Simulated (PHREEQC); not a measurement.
0.053 g of hydrous ferric oxide (600 m²/g; 0.2 weak and 0.005 strong sites per Fe, Dzombak-Morel constants, diffuse double layer) in 1 kg of water with 0.05 mol/kgw of an inert sodium salt and 0.017 mmol/kgw SrCl2, at 25 °C; the pH is set by adding NaOH or the inert anion's acid. Oxygen is held at 0.21 atm. No CO2 enters from the air. No solid was allowed to form.

Model: ion-association model, wateq4f.dat, run in PHREEQC.

### Question
Predict Sr sorbed (%), surface charge σ (C/m²), surface potential ψ (mV) at pH = 3.75, 6.75, 8.25.

### Answer
| pH | Sr sorbed (%) | surface charge σ (C/m²) | surface potential ψ (mV) |
|---|---|---|---|
| 3.75 | 0.0 | 0.317 | 164 |
| 6.75 | 0.1 | 0.045 | 67 |
| 8.25 | 8.3 | -0.003 | -5 |

The oxide is taken as insoluble; below pH 4 it would dissolve.
